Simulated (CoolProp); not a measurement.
Vapour pressure (MPa) of hydrogen chloride: the reference equation beside estimates from Tc = 51.5 °C, pc = 8.314 MPa, ω = 0.130.

Values from CoolProp's reference Helmholtz-energy equation of state, Thol 2018.

```
T (°C)  reference  van der Waals  Soave-Redlich-Kwong  Peng-Robinson
------  ---------  -------------  -------------------  -------------
-56.85     0.3991          1.288               0.3946         0.3965
-52.35     0.4799          1.436               0.4766         0.4777
-47.95     0.5704          1.590               0.5687         0.5687
-43.55     0.6732          1.755               0.6737         0.6723
-39.05     0.7922          1.935               0.7955         0.7924
-34.65     0.9231          2.122               0.9298         0.9247
-30.25      1.070          2.320                1.080          1.073
-25.75      1.237          2.534                1.252          1.242
-21.35      1.418          2.756                1.439          1.426
-16.95      1.618          2.990                1.645          1.630
-12.45      1.844          3.242                1.878          1.859
-8.05       2.086          3.500                2.128          2.106
-3.55       2.357          3.778                2.407          2.382
```

Absolute difference from the reference over all 13 rows, mean and median: van der Waals 126.2 and 116.8 %, Soave-Redlich-Kwong 1.1 and 1.1 %, Peng-Robinson 0.5 and 0.5 %.
